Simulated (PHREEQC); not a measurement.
Solution (90 °C): 140 mmol/kgw HF, 0.39 mmol/kgw (CH3)4NF and 0.054 mmol/kgw (NH4)2SiF6. Closed to the air; pH follows from the charge balance.

All values are PHREEQC results (ion-association model, phreeqc.dat), not measurements.

Each row changes one thing in this solution. No solid was allowed to form.

```
case                                                   pH  ionic strength (mol/kgw)  HF (mol/kgw)  F- (mol/kgw)  HF2- (mol/kgw)  H4SiO4 (mol/kgw)  SI of Quartz (SiO2)
---------------------------------------------------  ----  ------------------------  ------------  ------------  --------------  ----------------  -------------------
as made                                              2.23                   0.00704         0.131       0.00446         0.00242          6.13e-10                -6.01
0.0034 mol/kgw Na2SO4 added                          2.30                    0.0142         0.129       0.00536         0.00287          4.18e-10                -6.18
(NH4)2SiF6 replaced by H2SiF6 at the same molality   2.22                   0.00699         0.131    (withheld)         0.00240          6.23e-10                -6.01
(CH3)4NF replaced by (CH3)4NCl at the same molality  2.21                   0.00724         0.131       0.00434         0.00235          6.50e-10                -5.99
(CH3)4NF left out                                    2.21                   0.00683         0.131       0.00433         0.00234          6.56e-10                -5.99
HF replaced by HBF4 at the same molality             0.99                     0.129        0.0496      0.000128         2.61e-5           1.58e-5                -1.59
0.048 mol/kgw NH4BF4 added                           2.21                    0.0559         0.131       0.00504         0.00272        (withheld)                -6.23
diluted 100-fold with water                          3.38                  0.000435      0.000971      0.000433         1.74e-6           5.40e-7                -3.07
```

Question: Some entries are withheld; supply them.

Answer: 
- (NH4)2SiF6 replaced by H2SiF6 at the same molality, F- (mol/kgw): 0.00442
- 0.048 mol/kgw NH4BF4 added, H4SiO4 (mol/kgw): 3.68e-10

Species that the database lacks are ignored. (CH3)4N+ isn't in the database: it is added as a free cation with an ion size of 4 Å. At this temperature some constants are extrapolated from 25 °C, and those without enthalpy data are left unchanged. SiF6-2 is the database's only silicon fluoride.
